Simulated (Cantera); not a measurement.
# Diamond growth

A diamond (100) surface in a fixed gas of H2 with x(CH4) = 0.026, x(CH3) = 0.0018, at 1225 K, 15000 Pa; coverages are run to steady state.

Computed with Cantera and the Harris–Goodwin 1993 mechanism for the reconstructed diamond (100) surface.

| x(H) | growth (µm/h) | θ c6HH | θ c6H* | θ c6*H | θ c6** | θ c6HM |
|---|---|---|---|---|---|---|
| 0.0001 | 3.28 | 0.592 | 0.0263 | 0.321 | 0.00259 | 0.0251 |
| 0.00024 | 9.54 | 0.496 | 0.0322 | 0.393 | 0.00637 | 0.0324 |
| 0.00058 | 23.7 | 0.441 | 0.0354 | 0.432 | 0.0126 | 0.0379 |
| 0.0014 | 51.9 | 0.414 | 0.0370 | 0.452 | 0.0200 | 0.0399 |
| 0.0034 | 101 | 0.405 | 0.0382 | 0.464 | 0.0262 | 0.0359 |
| 0.0081 | 166 | 0.407 | 0.0393 | 0.476 | 0.0303 | 0.0264 |
| 0.02 | 233 | 0.412 | 0.0406 | 0.488 | 0.0329 | 0.0155 |
| 0.047 | 277 | 0.416 | 0.0421 | 0.494 | 0.0344 | 0.00794 |
| 0.11 | 304 | 0.418 | 0.0444 | 0.496 | 0.0356 | 0.00374 |
θ: site fractions in the mechanism's names (c6HH fully hydrogenated, c6H* and c6*H radical sites, c6** diradical, c6HM methylated).
